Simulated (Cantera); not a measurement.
A freely propagating, adiabatic, planar premixed flame of H₂ : O₂ : N₂ = 1 : 0.862 : 3.24 (molar parts), equivalence ratio 0.58, unburnt at 550 K and 9.87 atm; mixture-averaged transport, grid criteria slope 0.08 and curve 0.16, no radiation.

Cantera simulation using the H2/O2 subset of GRI-Mech 3.0, which has no nitrogen chemistry; the numbers are that mechanism's predictions, not measurements. The hydrogen kinetics of GRI-Mech 3.0 are dated; newer H2 mechanisms differ, most at raised pressure. Burning velocities carry a grid error of a few per cent, more on coarse grids. Lean hydrogen flames are cellular in practice and burn faster than this planar one.

Q: Predict: laminar burning velocity; thermal thickness; peak x(H₂O₂); peak x(H); peak x(OH).

A: laminar burning velocity: 95.4 cm/s
thermal thickness: 0.0412 mm
peak x(H₂O₂): 0.000332
peak x(H): 0.00143
peak x(OH): 0.00482
